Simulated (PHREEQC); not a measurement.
Solution (47 °C): 0.0026 mol Pb(NO3)2, 5.3e-06 mol H4SiO4, 0.0049 mol Al2(SO4)3 and 0.0029 mol CuCl2 per kg of water. Closed to the air; pH follows from the charge balance.

Model: ion-association model, wateq4f.dat, run in PHREEQC.

No solid was allowed to form.

### Question
Predict the pH, ionic strength.

### Answer
pH 3.73; ionic strength 0.0367 mol/kgw.

### Question
In which forms is Pb present?

### Answer
Pb+2 53 %, PbSO4 35 %, PbCl+ 9.2 %, PbNO3+ 1.9 %, Pb(SO4)2-2 0.9 % of the Pb.

Saturation is exceeded, for instance for Anglesite, Boehmite (slow to form); the values hold only as long as no solid forms. At this temperature some constants are extrapolated from 25 °C, and those without enthalpy data are left unchanged.
